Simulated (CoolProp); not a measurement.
Vapour-liquid equilibrium of R152A (1) + isobutane (2) at 320.6 K; x and y are mole fractions of (1).

Computed with CoolProp (multi-fluid Helmholtz-energy mixture model, Outcalt 1996 and Bücker 2006; pair parameters Bell 2016).

| x | bubble pressure, mixture model (bar) | bubble pressure, Raoult's law (bar) | y, mixture model | y, Raoult's law |
|---|---|---|---|---|
| 0.05 | … | 6.660 | 0.145 | 0.083 |
| 0.15 | 8.791 | 7.121 | 0.328 | 0.233 |
| 0.25 | … | 7.582 | … | 0.364 |
| 0.35 | 10.67 | 8.043 | 0.522 | 0.480 |
| 0.45 | … | 8.504 | … | 0.584 |
| 0.55 | 11.64 | 8.965 | … | 0.677 |
| 0.65 | 11.89 | 9.427 | 0.694 | 0.761 |
| 0.75 | 11.98 | 9.888 | 0.752 | 0.837 |
| 0.85 | … | 10.35 | 0.824 | 0.907 |
| 0.95 | … | 10.81 | 0.927 | 0.970 |

Question: Some entries are withheld; supply them.

Answer: 
- 0.05, bubble pressure, mixture model (bar): 7.331
- 0.25, bubble pressure, mixture model (bar): 9.876
- 0.25, y, mixture model: 0.442
- 0.45, bubble pressure, mixture model (bar): 11.24
- 0.45, y, mixture model: 0.585
- 0.55, y, mixture model: 0.640
- 0.85, bubble pressure, mixture model (bar): 11.88
- 0.95, bubble pressure, mixture model (bar): 11.45

The largest gap from Raoult's law is +32.7 % in bubble pressure, at x = 0.35. y crosses x between x = 0.75 and 0.85: the model has an azeotrope there.

Pair parameters are fitted to limited data, so mixtures are less certain than the pure fluids.
